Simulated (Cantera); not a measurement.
A freely propagating, adiabatic, planar premixed flame of CH4 : H2 : O2 : N2 = 1 : 0.48 : 1.87 : 7.02 (molar parts), equivalence ratio 1.2, unburnt at 675 K and 3980 Torr; mixture-averaged transport, grid criteria slope 0.08 and curve 0.16, no radiation.

Cantera simulation using GRI-Mech 3.0 (53 species, 325 reactions); the numbers are that mechanism's predictions, not measurements. Burning velocities carry a grid error of a few per cent, more on coarse grids.

Predict: laminar burning velocity; thermal thickness; peak x(CH2O); peak x(C2H2).


```json
{
 "laminar_burning_velocity": "116 cm/s",
 "thermal_thickness": "0.0771 mm",
 "peak x(CH2O)": "0.00146",
 "peak x(C2H2)": "0.000528"
}
```
